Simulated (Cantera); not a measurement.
A perfectly stirred reactor is fed with CH4 : H2 = 0.019 : 1 (molar parts), at 1330 Pa; it is held at 2600 K, and followed from long to short residence time.

Model: GRI-Mech 3.0 (53 species, 325 reactions), integrated in Cantera. GRI-Mech 3.0 stops at C3 and has no aromatics, soot or wall deposition, so with more carbon than oxygen in the feed, carbon stays in small species such as C2H2 where larger ones or solid carbon would form. Radical loss at walls, strong at low pressure, is not modelled.

| quantity | before | after |
|---|---|---|
| x(CH4) at τ = 0.440 s | 1.42e-5 | 1.70e-5 |
| x(H2) at τ = 0.440 s | 0.821 | 0.878 |
| x(C2H) at τ = 0.440 s | 0.000149 | 9.59e-5 |
| x(H) at τ = 0.440 s | 0.171 | 0.113 |
| x(CH2) at τ = 0.440 s | 1.74e-5 | 8.09e-6 |
| x(CH4) at τ = 55.0 ms | 0.000389 | 6.53e-5 |
| x(H2) at τ = 55.0 ms | 0.926 | 0.896 |
| x(C2H) at τ = 55.0 ms | 5.10e-5 | 7.91e-5 |
| x(H) at τ = 55.0 ms | 0.0645 | 0.0948 |
| x(CH2) at τ = 55.0 ms | 5.24e-5 | 2.08e-5 |

Problem. Name the change that produced these shifts.
A. temperature 2600 to 2348 K
B. pressure from 1330 Pa to 9700 Pa
C. temperature 2600 to 2650 K
D. CH4 0.019 to 0.084 parts

Solution. B, pressure from 1330 Pa to 9700 Pa
